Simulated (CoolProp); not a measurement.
Vapour-liquid equilibrium of isobutene (1) + n-butane (2) at 307.9 K; x and y are mole fractions of (1).

The numbers come from the multi-fluid Helmholtz-energy mixture model, Lemmon 2005 and Bücker 2006; pair parameters Bell 2016 in CoolProp.

### Question
Give the bubble pressure and the first vapour's composition at x = 0.15, 0.25, 0.85. Is there an azeotrope?

### Answer
x = 0.15: 340.5 kPa, y = 0.181; x = 0.25: 349.4 kPa, y = 0.292; x = 0.85: 395.3 kPa, y = 0.870. No azeotrope shows between x = 0.05 and 0.95.

The pair parameters rest on a limited set of measurements; away from them the model extrapolates.
